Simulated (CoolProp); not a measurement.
Vapour pressure (kPa) of benzene: the reference equation beside estimates from Tc = 288.9 °C, pc = 4906 kPa, ω = 0.211. Clausius-Clapeyron is anchored at 72.35 °C with a constant enthalpy of vaporisation of 31.20 kJ/mol.

The numbers come from the reference Helmholtz-energy equation of state, Thol 2012 in CoolProp.

| T (°C) | reference | Lee-Kesler | Clausius-Clapeyron | van der Waals | Redlich-Kwong |
|---|---|---|---|---|---|
| 63.75 | 59.56 | 59.05 | 60.17 | 423.9 | 99.49 |
| 72.35 | 79.40 | 78.79 | 79.40 | 489.6 | 129.1 |
| 80.85 | 103.8 | 103.1 | 103.0 | 561.0 | 164.4 |
| 89.45 | 134.1 | 133.4 | 132.5 | 640.1 | 207.1 |
| 97.95 | 170.4 | 169.8 | 167.9 | 725.2 | 256.8 |
| 106.55 | 214.4 | 213.9 | 211.2 | 818.6 | 315.7 |
| 115.05 | 265.9 | 265.7 | 262.2 | 918.5 | 382.9 |
| 123.65 | 327.2 | 327.4 | 323.2 | 1027 | 461.0 |
| 132.15 | 397.7 | 398.4 | 394.1 | 1143 | 548.8 |

Absolute difference from the reference over all 9 rows, mean and median: Lee-Kesler 0.4 and 0.4 %, Clausius-Clapeyron 1.1 and 1.2 %, van der Waals 355.6 and 325.6 %, Redlich-Kwong 51.5 and 50.7 %.
